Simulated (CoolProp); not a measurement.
Computed with CoolProp (reference Helmholtz-energy equation of state, Zhou 2012).

For p-xylene, give the phase and the isothermal compressibility (1/MPa), expansivity (1/kK), viscosity (µPa s), conductivity (mW/(m K)) at 346.85 °C and 1130 kPa; 346.85 °C and 3880 kPa; 346.85 °C and 5850 kPa.


- 346.85 °C and 1130 kPa: gas; isothermal compressibility 1.02, expansivity 2.50, viscosity 13.6, conductivity 45.1
- 346.85 °C and 3880 kPa: supercritical; isothermal compressibility 0.453, expansivity 31.1, viscosity 48.2, conductivity 78.6
- 346.85 °C and 5850 kPa: supercritical; isothermal compressibility 0.0460, expansivity 5.72, viscosity 66.2, conductivity 79.3

Viscosity comes from a separate model (Balogun 2015). Thermal conductivity comes from a separate model (Mylona 2014).
